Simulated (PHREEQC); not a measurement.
Model water analysis in mg/L, 24 °C, pH 6.86, pe 10.8:

```json
[
 {"constituent": "Na", "mg/L": "0.491"},
 {"constituent": "K", "mg/L": "0.152"},
 {"constituent": "Ca", "mg/L": "0.405"},
 {"constituent": "Mg", "mg/L": "0.0939"},
 {"constituent": "Cl", "mg/L": "0.435"},
 {"constituent": "S(6) as SO4", "mg/L": "0.918"},
 {"constituent": "Alkalinity as HCO3", "mg/L": "1.32"},
 {"constituent": "Li", "mg/L": "0.000347"},
 {"constituent": "Cu(2)", "mg/L": "0.00195"},
 {"constituent": "F", "mg/L": "0.0261"}
]
```

Valence states are taken as typed.

Model: ion-association model, phreeqc.dat, run in PHREEQC.

Precipitation was switched off in this run.

### Question
What charge-balance error does the model give?

### Answer
charge-balance error -1.0 %.

### Question
In which forms is C present?

### Answer
HCO3- 76 %, CO2 24 % of the C.

Species that the database lacks are ignored. The database's constant for dissolved Cu(OH)2 is higher than later reviews accept.
